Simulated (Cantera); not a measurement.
A closed system holds: 1 mol trisilylamine, 0.6 mol N2, equilibrated at 92.0 Pa.

Cantera equilibrium calculation (NASA polynomials, part measured and part estimated; ideal gas, pure solids and liquids). Candidate condensed phases: Si, Si3N4; 18 gas species. The feed counts by its element totals alone. Mutual solubility and eutectic melting of coexisting phases are not modelled. Kinetics and transport are ignored.

x: gas mole fraction; n: condensed amount in mol.

```
T (K)   x H2      x N2       x H      x Si     x SiH   x SiH2  n Si(s)  n Si3N4(s)
-----  -----  --------  --------  --------  --------  -------  -------  ----------
1200   1.000   3.10e-5   6.51e-6   1.51e-9  6.86e-10  1.19e-8     1.35       0.550
1275   1.000  0.000276   2.43e-5   2.10e-8   6.06e-9  4.93e-8     1.35       0.549
1350   0.998   0.00192   7.85e-5   2.17e-7   4.19e-8  1.74e-7     1.36       0.546
1425   0.989       [?]       [?]       [?]       [?]      [?]     1.42       0.525
1500   0.948    0.0515  0.000565   1.14e-5   1.08e-6  1.42e-6     1.72       0.428
1575   0.802     0.196       [?]       [?]       [?]      [?]     3.00           0
1650   0.801     0.196   0.00268  0.000291   1.44e-5  6.93e-6     3.00           0
```

**Question.** Some entries are withheld; supply them.

**Answer.** 
- 1425, x N2: 0.0109
- 1425, x H: 0.000224
- 1425, x Si: 1.75e-6
- 1425, x SiH: 2.35e-7
- 1425, x SiH2: 5.36e-7
- 1575, x H: 0.00123
- 1575, x Si: 6.24e-5
- 1575, x SiH: 4.05e-6
- 1575, x SiH2: 3.01e-6
